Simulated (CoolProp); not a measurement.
Vapour-liquid equilibrium of CH2F2 (R32) (1) + propylene (2) at 32.95 °C; x and y are mole fractions of (1).

Values from CoolProp's multi-fluid Helmholtz-energy mixture model, Tillner-Roth 1997 and Lemmon 2013; pair parameters Bell 2016.

```
x     bubble pressure (MPa)  y at the bubble point  dew pressure at overall composition x (MPa)  liquid density (mol/L)
----  ---------------------  ---------------------  -------------------------------------------  ----------------------
0.05                  1.568                  0.122                                        1.465                   11.79
0.15                  1.836                  0.285                                        1.610                   12.01
0.25                  2.035                  0.393                                        1.774                   12.26
0.35                  2.179                  0.474                                        1.955                   12.56
0.45                  2.281                  0.542                                        2.138                   12.95
0.55                  2.346                  0.603                                        2.291                   13.46
0.65                  2.376                  0.663                                        2.373                   14.10
0.75                  2.370                  0.729                                        2.360                   14.91
0.85                  2.315                  0.809                                        2.273                   15.92
0.95                  2.186                  0.921                                        2.148                   17.13
```

y crosses x between x = 0.65 and 0.75: the model has an azeotrope there.

The pair parameters rest on a limited set of measurements; away from them the model extrapolates.
